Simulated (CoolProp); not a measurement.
Model: reference Helmholtz-energy equation of state, Rui 2013, in CoolProp.

For R236EA, give the phase and the cp (kJ/(kg K)), cv (kJ/(kg K)), speed of sound (m/s) at 138.85 °C and 0.00792 MPa.


- 138.85 °C and 0.00792 MPa: gas; cp 1.01, cv 0.956, speed of sound 154
